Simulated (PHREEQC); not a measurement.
A solution holds 0.18 mol ZnCl2, 0.00023 mol NaCl and 0.0054 mol H2SO4 per kg of water, at 20 °C. Closed to the air; pH follows from the charge balance.

Computed with PHREEQC (ion-association model, phreeqc.dat).

```
quantity                     before    after
--------------------------  -------  -------
pH                             2.10     2.10
ionic strength (mol/kgw)      0.485    0.523
ZnCl2 (mol/kgw)             0.00296  0.00347
ZnSO4 (mol/kgw)             0.00286  0.00270
SO4-2 (mol/kgw)             0.00205  0.00211
ZnCl3- (mol/kgw)            0.00117  0.00156
SI of Halite (NaCl)           -6.02    -5.97
SI of Zn(OH)2(e) (Zn(OH)2)    -8.79    -8.81
```

### Question
What was changed between the two runs?
A. H2SO4 from 0.0054 to 0.00486 mol/kgw
B. 0.044 mol/kgw KCl added
C. 0.0098 mol/kgw CaSO4 added
D. NaCl from 0.00023 to 0.000207 mol/kgw
E. H2SO4 replaced by MnSO4 at the same molality

### Answer
B, 0.044 mol/kgw KCl added

Precipitation was switched off in this run.
